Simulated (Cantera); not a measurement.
Thermodynamics of silicon nitride deposition, feed SiHCl3 + NH3

Input: 1 mol SiHCl3, 9.1 mol NH3, held at 2.90 mbar.

Method: chemical equilibrium by Gibbs-energy minimisation in Cantera with the NASA 1993 tables (ideal gas, pure condensed phases). Candidate condensed phases: NH4Cl, Si, Si3N4; 28 gas species. The tables' values for SiCl3, SiCl are old estimates; treat these amounts as uncertain. Kinetics and transport are ignored.

From 898 K to 1598 K the condensed part is Si3N4(s). At 1698 K the condensed part is Si(l). The main Si-bearing gas is SiCl4 at 898 K and SiCl2 at 1698 K.

| T (K) | log p H2 | log p N2 | log p HCl | log p SiCl2 | log p H | log p SiCl3 | log p SiCl4 | log p Si | n Si3N4(s) | n Si(l) |
|---|---|---|---|---|---|---|---|---|---|---|
| 898 | -2.73 | -3.24 | -3.35 | -10.36 | -11.32 | -9.09 | -6.13 | <-14 | 0.332 | 0 |
| 998 | -2.73 | -3.24 | -3.35 | -8.81 | -10.03 | -8.26 | -6.32 | <-14 | 0.332 | 0 |
| 1098 | -2.73 | -3.24 | -3.35 | -7.55 | -8.97 | -7.58 | -6.47 | <-14 | 0.332 | 0 |
| 1198 | -2.73 | -3.24 | -3.35 | -6.50 | -8.08 | -7.02 | -6.61 | <-14 | 0.332 | 0 |
| 1298 | -2.73 | -3.24 | -3.36 | -5.62 | -7.33 | -6.57 | -6.73 | -12.45 | 0.327 | 0 |
| 1398 | -2.72 | -3.23 | -3.38 | -4.92 | -6.69 | -6.23 | -6.91 | -10.46 | 0.304 | 0 |
| 1498 | -2.72 | -3.22 | -3.44 | -4.41 | -6.13 | -6.09 | -7.26 | -8.74 | 0.242 | 0 |
| 1598 | -2.72 | -3.21 | -3.56 | -4.09 | -5.63 | -6.16 | -7.83 | -7.25 | 0.147 | 0 |
| 1698 | -2.72 | -3.19 | -3.64 | -4.00 | -5.20 | -6.37 | -8.45 | -6.18 | 0 | 0.297 |
log p: log10 of the partial pressure in bar; n: condensed amount in mol.
